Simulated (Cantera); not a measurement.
# Moist CO burnout

An isothermal, constant-pressure homogeneous reactor starts with 1.14 % CO, 3.80 % O₂, 0.0693 % H₂O, 95.0 % N₂, at 1400 K and 10.0 bar.

Computed with Cantera and GRI-Mech 3.0 (53 species, 325 reactions).

| t (s) | x CO | x O₂ | x H₂O | x N₂O | x HO₂ | x NO | x H |
|---|---|---|---|---|---|---|---|
| 8.00e-5 | 0.0114 | 0.0380 | 0.000693 | 7.17e-10 | 4.93e-8 | <1e-12 | 3.70e-9 |
| 0.000259 | 0.0114 | 0.0380 | 0.000692 | 2.37e-8 | 1.50e-6 | 1.86e-11 | 1.10e-7 |
| 0.000837 | 0.00950 | 0.0370 | 0.000678 | 2.17e-6 | 7.71e-6 | 5.87e-8 | 2.05e-6 |
| 0.00270 | 0.00447 | 0.0346 | 0.000685 | 7.34e-6 | 5.29e-6 | 8.17e-7 | 8.92e-7 |
| 0.00875 | 0.000864 | 0.0329 | 0.000692 | 9.62e-6 | 2.02e-6 | 2.36e-6 | 1.33e-7 |
| 0.0283 | 4.83e-5 | 0.0325 | 0.000695 | 5.31e-6 | 2.26e-7 | 3.27e-6 | 5.78e-9 |
| 0.0915 | 9.59e-7 | 0.0325 | 0.000697 | 4.76e-7 | 1.02e-8 | 3.58e-6 | 1.48e-10 |
| 0.296 | 2.27e-8 | 0.0325 | 0.000697 | 7.04e-8 | 3.33e-9 | 3.62e-6 | 3.68e-11 |
| 0.956 | 1.99e-8 | 0.0325 | 0.000697 | 6.96e-8 | 3.31e-9 | 3.63e-6 | 3.65e-11 |
| 3.09 | 1.99e-8 | 0.0325 | 0.000697 | 6.96e-8 | 3.31e-9 | 3.64e-6 | 3.65e-11 |
| 10.0 | 1.99e-8 | 0.0325 | 0.000697 | 6.96e-8 | 3.31e-9 | 3.68e-6 | 3.65e-11 |
x: mole fraction; the columns are a selection and need not sum to one.

Equilibrium at this temperature and pressure: CO 1.99e-8, O₂ 0.0323, H₂O 0.000697, N₂O 6.95e-8, HO₂ 3.30e-9, NO 0.000315, H 3.66e-11 (gas phase only).
